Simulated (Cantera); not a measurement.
# Equilibrium for silicon epitaxy and polysilicon growth: SiH2Cl2 + Cl2 + H2

Input: 1 mol SiH2Cl2, 0.04 mol Cl2, 860 mol H2, held at 575 °C and 1.33 mbar.

These are equilibrium values from Cantera (NASA tables, ideal gas, pure condensed phases), not measurements of a reactor. Candidate condensed phases: Si; 19 gas species. Equilibrium is a limit: real reactors are often held back by kinetics, nucleation or transport.

```
Quantity       Result
----------  ---------
x(H2)           0.998
x(HCl)        0.00207
x(SiCl4)      5.09e-5
x(SiHCl3)     3.99e-5
x(SiCl2)      5.08e-6
x(SiH2Cl2)    2.74e-6
x(SiCl3)      1.89e-6
n(Si(s))    0.913 mol
gas amount  862.0 mol
```
